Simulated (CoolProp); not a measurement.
C3F8 (R218) at several states: density (kg/m³) from the reference equation and from simpler models built on Tc = 71.9 °C, pc = 26.40 bar, ω = 0.317; each cubic takes its own stable root.

Model: reference Helmholtz-energy equation of state, Lemmon 2006, in CoolProp. It is a short technical equation, of lower accuracy than the large ones.

```tsv
T (°C)	p (bar)	phase	reference	van der Waals	Redlich-Kwong	Soave-Redlich-Kwong	Peng-Robinson
19.85	0.553	gas	4.321	4.308	4.317	4.321	4.325
104.15	39.2	supercritical	462.7	538.9	499.5	433.8	459.9
58.55	10.7	gas	89.07	86.01	88.50	89.03	90.73
36.55	0.411	gas	3.024	3.019	3.023	3.024	3.026
82.05	0.27	gas	1.724	1.724	1.724	1.724	1.725
-55.15	35.2	liquid	1694	1076	1557	1615	1821
```
